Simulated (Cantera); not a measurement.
An adiabatic, constant-pressure homogeneous reactor starts with 19.9 % CO, 4.19 % H₂, 14.9 % O₂, 61.0 % N₂, at 1350 K and 3680 Torr.

Detailed kinetics in Cantera: GRI-Mech 3.0 (53 species, 325 reactions). The hydrogen kinetics of GRI-Mech 3.0 are dated; newer H2 mechanisms differ, most at raised pressure.

One state of this run: T (K) = 2751; x CO = 0.0449; x H₂ = 0.00149; x O₂ = 0.0489; x H = 0.00122; x HO₂ = 8.14e-6; x NO = 0.00282. x: mole fraction; the columns are a selection and need not sum to one.

Which value of t (s) does it belong to?
(A) 0.000213
(B) 1.50e-5
(C) 4.00e-6
(D) 5.65e-5

A, 0.000213
